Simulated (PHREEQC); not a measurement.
Solution (20 °C): 0.0057 mol CdCl2, 0.26 mol ZnCl2 and 0.013 mol Na2SO4 per kg of water. Closed to the air; pH follows from the charge balance.

The numbers come from PHREEQC with the ion-association model, phreeqc.dat.

```
quantity                   before   after
------------------------  -------  ------
pH                           4.80    4.58
ionic strength (mol/kgw)    0.683   0.432
Cl- (mol/kgw)               0.455   0.302
Zn+2 (mol/kgw)              0.203  0.0849
ZnCl+ (mol/kgw)            0.0387   0.136
ZnCl2 (mol/kgw)           0.00615  0.0188
SI of Halite (NaCl)         -3.84   -4.09
```

Q: Which change was made?
A) CdCl2 left out
B) temperature from 20 to 45 °C
C) Na2SO4 from 0.013 to 0.065 mol/kgw
D) temperature from 20 to 90 °C
E) temperature from 20 to 55 °C

A: D, temperature from 20 to 90 °C

No solid was allowed to form. At this temperature some constants are extrapolated from 25 °C, and those without enthalpy data are left unchanged.
